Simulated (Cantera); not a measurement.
A perfectly stirred reactor is fed with H2 : O2 = 0.035 : 1 (molar parts), equivalence ratio 0.018, at 0.0263 atm; it is held at 1100 K, and followed from long to short residence time.

Computed with Cantera and GRI-Mech 3.0 (53 species, 325 reactions). Radical loss at walls, strong at low pressure, is not modelled. The temperature is held fixed by assumption; the heat of reaction is taken as removed at once.

Problem. What does this change do: temperature 1100 to 1048 K?

Solution. 
| quantity | before | after |
|---|---|---|
| x(H2) at τ = 7.90 s | 4.28e-5 | 6.19e-5 |
| x(O2) at τ = 7.90 s | 0.965 | 0.965 |
| x(OH) at τ = 7.90 s | 0.000176 | 0.000130 |
| x(H2O2) at τ = 7.90 s | 6.48e-8 | 7.36e-8 |
| x(H) at τ = 7.90 s | 4.91e-6 | 4.26e-6 |
| x(H2) at τ = 42.0 ms | 0.000871 | 0.00121 |
| x(O2) at τ = 42.0 ms | 0.960 | 0.961 |
| x(OH) at τ = 42.0 ms | 0.00111 | 0.000905 |
| x(H2O2) at τ = 42.0 ms | 1.90e-7 | 2.30e-7 |
| x(H) at τ = 42.0 ms | 0.000734 | 0.000662 |
